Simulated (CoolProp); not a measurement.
A simple Rankine cycle with n-butane: condensing at 303.15 K, boiler at 2.41 MPa, turbine inlet 403 K, turbine efficiency 0.85, pump efficiency 0.8, no recuperator. Each further row changes one setting.

Model: reference Helmholtz-energy equation of state, Bücker 2006, in CoolProp.

```csv
case,thermal efficiency (%),net work (kJ/kg),heat in (kJ/kg),turbine exit temperature (K),volume ratio over the turbine
as stated,15.0,72.8,484,332.6,___
turbine inlet 423 K,15.1,81.8,543,___,9.45
condensing temperature 295.15 K,16.2,81.8,504,326.6,13.1
boiler pressure 1.69 MPa,___,68.2,516,___,6.31
turbine efficiency 0.75,13.1,___,484,337.3,10.5
```

Question: Complete the blanks.

Answer: 
- as stated, volume ratio over the turbine: 10.3
- turbine inlet 423 K, turbine exit temperature (K): 357.8
- boiler pressure 1.69 MPa, thermal efficiency (%): 13.2
- boiler pressure 1.69 MPa, turbine exit temperature (K): 351.1
- turbine efficiency 0.75, net work (kJ/kg): 63.7
